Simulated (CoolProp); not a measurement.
Vapour-liquid equilibrium of n-octane (1) + n-dodecane (2) at 357.5 K; x and y are mole fractions of (1).

Computed with CoolProp (multi-fluid Helmholtz-energy mixture model, Beckmüller 2019 and Lemmon 2004; pair parameters Bell 2016).

Problem. Give the bubble pressure and the first vapour's composition at x = 0.15, 0.25, 0.95. Is there an azeotrope?

Solution. x = 0.15: 0.004532 MPa, y = 0.825; x = 0.25: 0.007042 MPa, y = 0.901; x = 0.95: 0.02603 MPa, y = 0.998. No azeotrope shows between x = 0.05 and 0.95.

Pair parameters are fitted to limited data, so mixtures are less certain than the pure fluids.
